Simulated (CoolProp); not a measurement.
Saturation properties of chlorine (Tc = 416.9 K, pc = 76.42 bar, ω = 0.070).

Model: reference Helmholtz-energy equation of state, Thol 2021, in CoolProp.

| T (K) | p (bar) | enthalpy of vaporisation (kJ/kg) | vapour Z |
|---|---|---|---|
| 239.4 | 1.022 | 286.8 | 0.9733 |
| 253.4 | 1.821 | 278.6 | 0.9600 |
| 267.4 | 3.035 | 269.9 | 0.9431 |
| 281.5 | 4.798 | 260.3 | 0.9224 |
| 295.5 | 7.215 | 250.0 | 0.8979 |
| 309.5 | 10.43 | 238.7 | 0.8695 |
| 323.6 | 14.61 | 226.0 | 0.8366 |
| 337.6 | 19.82 | 212.0 | 0.7994 |
| 351.6 | 26.24 | 196.3 | 0.7570 |
| 365.7 | 34.06 | 178.0 | 0.7080 |
| 379.7 | 43.29 | 156.7 | 0.6510 |

It boils at 239.2 K under 1 atm.
